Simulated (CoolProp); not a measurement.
A simple Rankine cycle with n-pentane: condensing at 313.15 K, boiler at 1.08 MPa, turbine inlet 552.2 K, turbine efficiency 0.75, pump efficiency 0.6, no recuperator. Each further row changes one setting.

Model: reference Helmholtz-energy equation of state, Thol 2019, in CoolProp.

| case | thermal efficiency (%) | net work (kJ/kg) | heat in (kJ/kg) | turbine exit temperature (K) | volume ratio over the turbine |
|---|---|---|---|---|---|
| as stated | 10.9 | 95.6 | 880 | 510.2 | 9.14 |
| turbine inlet 572.2 K | 10.7 | 99.7 | 936 | 530.2 | 9.09 |
| condensing temperature 305.15 K | 11.9 | 107 | 899 | 505.5 | 11.9 |
| boiler pressure 0.756 MPa | 9.3 | 82.1 | 885 | 517.5 | 6.36 |
| turbine efficiency 0.65 | 9.4 | 82.5 | 880 | 515.2 | 9.23 |
